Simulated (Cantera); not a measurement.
A freely propagating, adiabatic, planar premixed flame of CH4 : O2 : N2 : H2O = 1 : 3.03 : 10 : 0.083 (molar parts), equivalence ratio 0.66, unburnt at 675 K and 0.520 bar; mixture-averaged transport, grid criteria slope 0.08 and curve 0.16, no radiation.

Detailed kinetics in Cantera: GRI-Mech 3.0 (53 species, 325 reactions). Burning velocities carry a grid error of a few per cent, more on coarse grids.

x: mole fraction of selected species; z is measured from the peak of heat release.

| z (mm) | T (K) | u (m/s) | x CH4 | x O2 | x NO | x N2O | x H | x OH |
|---|---|---|---|---|---|---|---|---|
| -1.79 | 675 | 1.59 | 0.0708 | 0.215 | <1e-8 | <1e-8 | <1e-8 | <1e-8 |
| -1.20 | 676 | 1.60 | 0.0706 | 0.214 | <1e-8 | <1e-8 | <1e-8 | <1e-8 |
| -0.897 | 681 | 1.61 | 0.0702 | 0.214 | <1e-8 | <1e-8 | [?] | 9.08e-8 |
| -0.598 | 713 | 1.69 | 0.0679 | 0.211 | 2.22e-8 | <1e-8 | [?] | 2.78e-6 |
| -0.299 | 965 | 2.31 | 0.0515 | 0.190 | 2.57e-7 | <1e-8 | [?] | 7.51e-5 |
| -0.149 | 1286 | 3.11 | 0.0300 | 0.158 | 7.03e-7 | 1.66e-8 | [?] | 0.000568 |
| 0 | 1615 | 3.93 | 0.00831 | 0.119 | 1.60e-6 | 4.39e-8 | [?] | 0.00304 |
| 0.149 | 1759 | 4.28 | 0.000868 | 0.0945 | 2.79e-6 | 8.41e-8 | [?] | 0.00681 |
| 0.299 | 1801 | 4.37 | 5.13e-5 | 0.0853 | 3.83e-6 | 1.16e-7 | 0.00571 | 0.00870 |
| 0.598 | 1850 | 4.47 | 2.13e-7 | 0.0796 | 5.57e-6 | 1.41e-7 | 0.00593 | 0.00980 |
| 1.20 | 1915 | 4.60 | <1e-8 | 0.0764 | 8.67e-6 | 1.55e-7 | [?] | 0.0101 |
| 2.39 | 1990 | 4.76 | <1e-8 | 0.0746 | 1.41e-5 | 1.80e-7 | [?] | 0.00951 |
| 4.78 | 2059 | 4.90 | <1e-8 | 0.0735 | 2.31e-5 | 2.18e-7 | [?] | 0.00809 |

Question: Some entries are withheld; supply them.

Answer: 
- -0.897, x H: 1.33e-7
- -0.598, x H: 4.68e-6
- -0.299, x H: 0.000185
- -0.149, x H: 0.000864
- 0, x H: 0.00271
- 0.149, x H: 0.00469
- 1.20, x H: 0.00478
- 2.39, x H: 0.00284
- 4.78, x H: 0.00131
